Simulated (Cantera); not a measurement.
# Catalytic combustion on Pt

An isothermal plug-flow reactor at 950 K and 0.350 bar (inlet), inlet velocity 4 m/s, active area per volume 570 1/m; feed 0.398 % H₂, 16.8 % O₂, 82.8 % N₂.

Model: Deutschmann's 1995 Pt surface mechanism with GRI-Mech 3.0 gas chemistry, integrated in Cantera. Catalytic surfaces can have several steady states; this one follows from the mechanism file's or the stated starting coverage. Mass transfer to the wall is taken as infinitely fast.

```
z (m)        x H₂   x O₂     x H₂O  θ free Pt   θ O*
-------  --------  -----  --------  ---------  -----
6.5e-05   0.00374  0.168  0.000246      0.184  0.815
0.00011   0.00358  0.168  0.000407      0.184  0.816
0.00018   0.00334  0.167  0.000642      0.183  0.816
0.0003    0.00298  0.167   0.00101      0.182  0.818
0.0005    0.00246  0.167   0.00153      0.180  0.820
0.00084   0.00178  0.167   0.00220      0.177  0.822
0.0014    0.00106  0.167   0.00293      0.175  0.825
0.0023   0.000462  0.166   0.00353      0.173  0.827
0.0039   0.000107  0.166   0.00388      0.171  0.828
0.0065    1.01e-5  0.166   0.00398      0.171  0.828
```
x: gas mole fraction; θ: surface coverage.
